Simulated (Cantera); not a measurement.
Feed: 1 mol Si₃N₄, 0.013 mol N₂O, 1.5 mol N₂, at 1.10 Pa.

Method: chemical equilibrium by Gibbs-energy minimisation in Cantera with the NASA 1993 tables (ideal gas, pure condensed phases). Candidate condensed phases: Si, SiO₂, Si₂N₂O, Si₃N₄; 16 gas species. The tables' values for SiN are old estimates; treat these amounts as uncertain. Kinetics and transport are ignored. All values below are at 1900 K.

Base state: N₂ 0.540, Si 0.456, SiO 0.00200, Si₂ 0.00145, SiN 0.000372, Si₂N 0.000214, Si₃ 0.000130 (mole fractions); condensed: gas only.

Problem. What changes in the equilibrium state with this change: N₂O from 0.013 to 1.7 mol?

Solution. 
```csv
species,before,after
N₂,0.540,0.634
SiO,0.00200,0.207
Si,0.456,0.158
Si₃,0.000130,5.44e-6
Si₂,0.00145,0.000175
Si₂N,0.000214,2.79e-5
SiN,0.000372,0.000140
```
